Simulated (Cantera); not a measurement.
A Cantera script and its output.

```python
import numpy as np
import cantera as ct

gas = ct.Solution("gri30.yaml")
gas.TPX = 1773, 1333, {'C2H6': 1, 'H2': 17}
reactor = ct.IdealGasConstPressureReactor(gas, energy="off", clone=False)
net = ct.ReactorNet([reactor])
net.rtol, net.atol = 1e-08, 1e-18
show = ['C2H6', 'H2', 'C2H2', 'CH4', 'C2H4', 'CH2', 'C2H']
times = np.geomspace(4e-06, 10, 13)

steps = ct.SolutionArray(gas, extra=["t"])
rows = []
print(f"{'t/s':>10s}{'T/K':>9s}{'P/Pa':>11s}" + "".join(f"{s:>11s}" for s in show))
for t in times:
    while net.time < t:
        t_next = net.step()
        steps.append(gas.state, t=t_next)
    rows.append([np.interp(t, steps.t, y) for y in (steps.T, steps.P, *steps(*show).X.T)])
    print(f"{t:10.3e}{rows[-1][0]:9.1f}{rows[-1][1]:11.4g}" + "".join(f"{x:11.3e}" for x in rows[-1][2:]))
rate = np.gradient(steps.T, steps.t)
print("integrator steps:", len(steps.t))
if steps.T.max() > steps.T[0] + 200:
    print(f"time of steepest temperature rise: {steps.t[rate.argmax()]:.4e} s")
gas.TPX = 1773, 1333, {'C2H6': 1, 'H2': 17}
gas.equilibrate("TP")
print(f"equilibrium (TP): T = {gas.T:.1f} K  " + "  ".join(f"{s} {gas[s].X[0]:.3e}" for s in show))
```

Result:

```
       t/s      T/K       P/Pa       C2H6         H2       C2H2        CH4       C2H4        CH2        C2H
 4.000e-06   1773.0       1333  5.498e-02  9.439e-01  2.395e-11  5.103e-05  5.028e-07  6.205e-09  5.241e-18
 1.365e-05   1773.0       1333  5.343e-02  9.423e-01  6.812e-09  5.446e-04  3.378e-05  2.439e-07  1.766e-14
 4.660e-05   1773.0       1333  4.570e-02  9.363e-01  5.096e-06  4.961e-03  1.430e-03  5.957e-06  8.252e-11
 1.591e-04   1773.0       1333  1.479e-02  9.122e-01  8.919e-04  3.639e-02  9.994e-03  3.677e-05  4.956e-08
 5.429e-04   1773.0       1333  1.040e-04  9.017e-01  1.033e-02  6.160e-02  6.295e-03  3.242e-05  7.354e-07
 1.853e-03   1773.0       1333  4.893e-05  9.087e-01  1.813e-02  5.969e-02  1.729e-03  1.619e-05  7.803e-07
 6.325e-03   1773.0       1333  2.319e-05  9.152e-01  2.291e-02  5.473e-02  7.193e-04  6.897e-06  5.712e-07
 2.159e-02   1773.0       1333  1.004e-05  9.210e-01  2.724e-02  4.769e-02  3.539e-04  2.901e-06  4.223e-07
 7.368e-02   1773.0       1333  5.027e-06  9.276e-01  3.265e-02  3.669e-02  1.887e-04  1.895e-06  4.443e-07
 2.515e-01   1773.0       1333  1.668e-06  9.369e-01  4.057e-02  1.989e-02  7.212e-05  1.361e-06  6.065e-07
 8.584e-01   1773.0       1333  2.192e-07  9.442e-01  4.684e-02  6.544e-03  2.424e-05  6.800e-07  8.194e-07
 2.930e+00   1773.0       1333  1.593e-08  9.467e-01  4.914e-02  1.654e-03  1.800e-05  2.231e-07  9.531e-07
 1.000e+01   1773.0       1333  1.369e-09  9.474e-01  4.970e-02  4.611e-04  1.766e-05  6.596e-08  9.847e-07
integrator steps: 1313
equilibrium (TP): T = 1773.0 K  C2H6 3.335e-10  H2 9.475e-01  C2H2 4.983e-02  CH4 1.941e-04  C2H4 1.767e-05  CH2 2.803e-08  C2H 9.893e-07
```

Cantera simulation using GRI-Mech 3.0 (53 species, 325 reactions); the numbers are that mechanism's predictions, not measurements. GRI-Mech 3.0 stops at C3 and has no aromatics, soot or wall deposition, so with more carbon than oxygen in the feed, carbon stays in small species such as C2H2 where larger ones or solid carbon would form. Radical loss at walls, strong at low pressure, is not modelled.
